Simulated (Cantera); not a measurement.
Adiabatic ignition

An adiabatic, constant-pressure homogeneous reactor starts with 13.2 % CH₄, 17.5 % O₂, 65.9 % N₂, 3.42 % CO₂, equivalence ratio 1.5, at 1773 K and 12000 Torr.

Cantera simulation using GRI-Mech 3.0 (53 species, 325 reactions); the numbers are that mechanism's predictions, not measurements. The pressure lies above the range GRI-Mech 3.0 was tuned for (to about 10 atm).

```csv
t (s),T (K),x CH₄,x O₂,x C₂H₄,x NO,x N₂O,x H₂O
6.00e-6,1779,0.128,0.173,0.000172,6.12e-11,1.41e-8,0.00210
1.65e-5,2797,0.000199,0.00943,3.51e-6,6.42e-5,2.70e-7,0.161
4.52e-5,2964,1.90e-11,0.000915,<1e-12,0.000904,4.17e-7,0.174
0.000124,2958,2.00e-11,0.000860,<1e-12,0.00199,4.58e-7,0.173
0.000341,2955,2.04e-11,0.000836,<1e-12,0.00248,4.89e-7,0.173
0.000935,2955,2.04e-11,0.000835,<1e-12,0.00249,4.90e-7,0.173
0.00257,2955,2.04e-11,0.000835,<1e-12,0.00249,4.90e-7,0.173
0.00705,2955,2.04e-11,0.000835,<1e-12,0.00249,4.90e-7,0.173
0.0193,2955,2.04e-11,0.000835,<1e-12,0.00249,4.90e-7,0.173
0.0531,2955,2.04e-11,0.000835,<1e-12,0.00249,4.90e-7,0.173
0.146,2955,2.04e-11,0.000835,<1e-12,0.00249,4.90e-7,0.173
0.400,2955,2.04e-11,0.000835,<1e-12,0.00249,4.90e-7,0.173
```
x: mole fraction; the columns are a selection and need not sum to one.

The time of steepest temperature rise is 16.2 µs, the temperature at 0.400 s is 2955 K and the equilibrium temperature is 2955 K. The x(CH₄) at 0.400 s comes out as 2.04e-11 (gas-phase equilibrium 2.35e-11), the x(O₂) at 0.400 s is 0.000835 (gas-phase equilibrium 0.000835) and the x(C₂H₄) at 0.400 s is <1e-12 (gas-phase equilibrium <1e-12).
